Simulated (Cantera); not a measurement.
A freely propagating, adiabatic, planar premixed flame of CO : H2 : O2 : N2 = 1 : 0.032 : 0.516 : 1.94 (molar parts), unburnt at 398 K and 55000 Pa; mixture-averaged transport, grid criteria slope 0.08 and curve 0.16, no radiation.

Detailed kinetics in Cantera: GRI-Mech 3.0 (53 species, 325 reactions). Burning velocities carry a grid error of a few per cent, more on coarse grids.

Problem. How do the results move with these cheaper or finer settings: unity-Lewis-number transport; multicomponent transport; multicomponent+Soret transport; grid criteria slope 0.5, curve 1; grid criteria slope 0.25, curve 0.5; grid criteria slope 0.03, curve 0.06?

Solution. 
| setting | laminar burning velocity | thermal thickness | peak x(OH) | peak x(O) | grid points |
|---|---|---|---|---|---|
| as above | 52.6 cm/s | 1.86 mm | 0.00288 | 0.0204 | 129 |
| unity-Lewis-number transport | 39.7 cm/s | 1.66 mm | 0.00294 | 0.0212 | 125 |
| multicomponent transport | 52.4 cm/s | 1.86 mm | 0.00288 | 0.0203 | 129 |
| multicomponent+Soret transport | 49.6 cm/s | 1.89 mm | 0.00284 | 0.0202 | 129 |
| grid criteria slope 0.5, curve 1 | 54.5 cm/s | 2.26 mm | 0.00292 | 0.0203 | 37 |
| grid criteria slope 0.25, curve 0.5 | 52.3 cm/s | 1.99 mm | 0.00284 | 0.0203 | 60 |
| grid criteria slope 0.03, curve 0.06 | 52.6 cm/s | 1.83 mm | 0.00289 | 0.0204 | 313 |
The base run took roughly 6 core-seconds.
Unity Lewis numbers drop preferential diffusion, which matters most where H2 and H carry the flame; Soret adds thermal diffusion.
